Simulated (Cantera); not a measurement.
A closed system holds: 1 mol CH3Cl, 0.14 mol F2, held at 128 Torr.

Equilibrium computed with Cantera from the NASA thermochemical tables; the gas is ideal and each condensed phase is pure. Candidate condensed phases: C, C6H6, C7H8, C8H18; 118 gas species. The numbers say what is thermodynamically allowed, not how fast it happens.

x: gas mole fraction; n: condensed amount in mol.

| T (°C) | x HCl | x H2 | x HF | x H | x Cl | x CH4 | x C2H2 (acetylene) | n C(graphite) |
|---|---|---|---|---|---|---|---|---|
| 850 | 0.468 | 0.401 | 0.131 | 6.54e-8 | 6.78e-8 | 0.000801 | 8.82e-9 | 0.998 |
| 950 | 0.467 | 0.401 | 0.131 | 4.62e-7 | 4.64e-7 | 0.000365 | 6.28e-8 | 0.999 |
| 1050 | 0.467 | 0.402 | 0.131 | ___ | ___ | ___ | ___ | 1.000 |
| 1150 | 0.467 | 0.402 | 0.131 | 1.02e-5 | 9.73e-6 | 0.000104 | 1.38e-6 | 1.000 |
| 1250 | 0.467 | 0.402 | 0.131 | 3.55e-5 | 3.32e-5 | 6.32e-5 | 4.75e-6 | 1.000 |
| 1350 | 0.467 | 0.402 | 0.131 | ___ | ___ | ___ | ___ | 1.000 |
| 1450 | 0.467 | 0.402 | 0.131 | 0.000280 | 0.000252 | 2.76e-5 | 3.64e-5 | 1.000 |
| 1550 | 0.466 | 0.401 | 0.131 | 0.000666 | 0.000590 | 1.95e-5 | 8.49e-5 | 1.000 |
| 1650 | 0.465 | 0.401 | 0.131 | 0.00145 | 0.00126 | 1.44e-5 | 0.000181 | 0.999 |

**Question.** Some entries are withheld; supply them.

**Answer.** 
- 1350, x H: 0.000106
- 1350, x Cl: 9.73e-5
- 1350, x CH4: 4.07e-5
- 1350, x C2H2 (acetylene): 1.40e-5
- 1050, x H: 2.44e-6
- 1050, x Cl: 2.38e-6
- 1050, x CH4: 0.000186
- 1050, x C2H2 (acetylene): 3.31e-7
